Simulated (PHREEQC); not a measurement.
Dissolve 0.28 mol Li2SO4 per kg of water at 25 °C. Closed to the air; pH follows from the charge balance.

All values are PHREEQC results (ion-association model, phreeqc.dat), not measurements.

- ionic strength = 0.681 mol/kgw
- activity of water = 0.987

```tsv
species	molality	activity	log γ
Li+	0.480	0.332	-0.160
SO4-2	0.201	0.0363	-0.742
LiSO4-	0.0795	0.0527	-0.179
OH-	3.15e-7	1.92e-7	-0.216
HSO4-	2.46e-7	1.84e-7	-0.126
H+	6.91e-8	5.21e-8	-0.122
```

No solid was allowed to form.
